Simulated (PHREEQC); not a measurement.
A PHREEQC speciation (ion-association model, wateq4f.dat) at 25 °C gives pH 6.27 and these molalities:

```json
[
 {"species": "Cd+2", "mol/kgw": "0.00849"},
 {"species": "SO4-2", "mol/kgw": "0.00803"},
 {"species": "CdSO4", "mol/kgw": "0.00505"},
 {"species": "Cd(SO4)2-2", "mol/kgw": "0.000456"}
]
```

What are the element totals, and what could have been dissolved in 1 kg of water to give them?

One answer among several that fit: totals Cd 0.0140, S(6) 0.0140 mol/kgw, from 0.014 mol CdSO4 per kg of water.

Precipitation was switched off in this run.
